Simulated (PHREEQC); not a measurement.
**Spent oxide etchant: speciation**

Dissolve 44 mmol/kgw NH4HF2, 1.4 mmol/kgw (NH4)2SiF6 and 59 mmol/kgw H3PO4 at 25 °C. Closed to the air; pH follows from the charge balance.

Equilibrium calculation in PHREEQC: ion-association model, phreeqc.dat.

Each row changes one thing in this solution. No solid was allowed to form.

| case | pH | ionic strength (mol/kgw) | HF (mol/kgw) | H2PO4- (mol/kgw) | H3PO4 (mol/kgw) | F- (mol/kgw) |
|---|---|---|---|---|---|---|
| as made | 2.27 | 0.0544 | 0.0708 | 0.0360 | 0.0230 | 0.0112 |
| (NH4)2SiF6 left out | 2.28 | 0.0502 | 0.0708 | 0.0360 | 0.0230 | 0.0111 |
| temperature from 25 to 5 °C | 2.18 | 0.0559 | 0.0701 | 0.0365 | 0.0225 | 0.0125 |
| NH4HF2 left out | 1.79 | 0.0219 | 0.00337 | 0.0193 | 0.0397 | 0.000162 |
| diluted 2-fold with water | 2.37 | 0.0289 | 0.0355 | 0.0193 | 0.0102 | 0.00666 |
| diluted 100-fold with water | 3.24 | 0.00107 | 0.000439 | 0.000545 | 4.49e-5 | 0.000523 |

Some of these states are supersaturated (in Quartz (slow to form), Chalcedony (slow to form), for instance). Away from 25 °C the constants follow the database's enthalpies or fits; those with neither stay at their 25 °C values. SiF6-2 is the database's only silicon fluoride.
